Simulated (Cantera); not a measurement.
Feed: 1 mol SiC, 0.015 mol N₂O, 10 mol N₂, held at 133 Pa.

Equilibrium computed with Cantera from the NASA thermochemical tables; the gas is ideal and each condensed phase is pure. Candidate condensed phases: C, Si, SiC, SiO₂, Si₂N₂O, Si₃N₄; 34 gas species. Mutual solubility and eutectic melting of coexisting phases are not modelled. The tables' values for SiN are old estimates; treat these amounts as uncertain. Kinetics and transport are ignored.

x: gas mole fraction; n: condensed amount in mol.

```json
[
 {"T (°C)": "650", "x N₂": "1.00", "x Si": "<1e-12", "x SiC₂": "<1e-12", "x Si₂C": "<1e-12", "x CO": "4.83e-10", "n C(graphite)": "1.00", "n Si₂N₂O(s)": "0.0150", "n Si₃N₄(s)": "0.323", "n SiC(s)": "0"},
 {"T (°C)": "750", "x N₂": "1.00", "x Si": "<1e-12", "x SiC₂": "<1e-12", "x Si₂C": "<1e-12", "x CO": "?", "n C(graphite)": "1.00", "n Si₂N₂O(s)": "0.0150", "n Si₃N₄(s)": "0.323", "n SiC(s)": "0"},
 {"T (°C)": "850", "x N₂": "1.000", "x Si": "<1e-12", "x SiC₂": "<1e-12", "x Si₂C": "<1e-12", "x CO": "1.06e-6", "n C(graphite)": "1.000", "n Si₂N₂O(s)": "0.0150", "n Si₃N₄(s)": "0.323", "n SiC(s)": "0"},
 {"T (°C)": "950", "x N₂": "1.000", "x Si": "?", "x SiC₂": "<1e-12", "x Si₂C": "<1e-12", "x CO": "?", "n C(graphite)": "1.000", "n Si₂N₂O(s)": "0.0148", "n Si₃N₄(s)": "0.323", "n SiC(s)": "0"},
 {"T (°C)": "1050", "x N₂": "0.999", "x Si": "2.34e-10", "x SiC₂": "<1e-12", "x Si₂C": "<1e-12", "x CO": "0.000998", "n C(graphite)": "0", "n Si₂N₂O(s)": "0.00499", "n Si₃N₄(s)": "0", "n SiC(s)": "0.990"},
 {"T (°C)": "1150", "x N₂": "0.999", "x Si": "2.71e-8", "x SiC₂": "1.19e-12", "x Si₂C": "2.17e-11", "x CO": "0.000989", "n C(graphite)": "0", "n Si₂N₂O(s)": "0.00482", "n Si₃N₄(s)": "0", "n SiC(s)": "0.990"},
 {"T (°C)": "1250", "x N₂": "0.999", "x Si": "1.76e-6", "x SiC₂": "1.40e-11", "x Si₂C": "3.20e-9", "x CO": "0.000838", "n C(graphite)": "0", "n Si₂N₂O(s)": "0.00178", "n Si₃N₄(s)": "0", "n SiC(s)": "0.992"},
 {"T (°C)": "1350", "x N₂": "0.998", "x Si": "2.34e-5", "x SiC₂": "3.51e-10", "x Si₂C": "8.66e-8", "x CO": "0.000760", "n C(graphite)": "0", "n Si₂N₂O(s)": "0", "n Si₃N₄(s)": "0", "n SiC(s)": "0.992"},
 {"T (°C)": "1450", "x N₂": "0.998", "x Si": "0.000165", "x SiC₂": "8.34e-9", "x Si₂C": "1.14e-6", "x CO": "0.000834", "n C(graphite)": "0", "n Si₂N₂O(s)": "0", "n Si₃N₄(s)": "0", "n SiC(s)": "0.992"},
 {"T (°C)": "1550", "x N₂": "0.998", "x Si": "0.000685", "x SiC₂": "1.91e-7", "x Si₂C": "8.21e-6", "x CO": "0.00110", "n C(graphite)": "0", "n Si₂N₂O(s)": "0", "n Si₃N₄(s)": "0", "n SiC(s)": "0.989"},
 {"T (°C)": "1650", "x N₂": "0.997", "x Si": "0.00131", "x SiC₂": "5.83e-6", "x Si₂C": "2.56e-5", "x CO": "0.00142", "n C(graphite)": "0", "n Si₂N₂O(s)": "0", "n Si₃N₄(s)": "0", "n SiC(s)": "0.985"},
 {"T (°C)": "1750", "x N₂": "0.996", "x Si": "0.00255", "x SiC₂": "0.000117", "x Si₂C": "7.68e-5", "x CO": "0.00148", "n C(graphite)": "0.0105", "n Si₂N₂O(s)": "0", "n Si₃N₄(s)": "0", "n SiC(s)": "0.971"},
 {"T (°C)": "1850", "x N₂": "0.986", "x Si": "0.0107", "x SiC₂": "0.000761", "x Si₂C": "0.000478", "x CO": "0.00146", "n C(graphite)": "0.0918", "n Si₂N₂O(s)": "0", "n Si₃N₄(s)": "0", "n SiC(s)": "0.872"},
 {"T (°C)": "1950", "x N₂": "0.952", "x Si": "0.0397", "x SiC₂": "0.00416", "x Si₂C": "0.00252", "x CO": "0.00140", "n C(graphite)": "0.388", "n Si₂N₂O(s)": "0", "n Si₃N₄(s)": "0", "n SiC(s)": "0.481"}
]
```

Question: Complete the blanks.

Answer: 
- 750, x CO: 3.32e-8
- 950, x Si: 2.97e-12
- 950, x CO: 1.90e-5
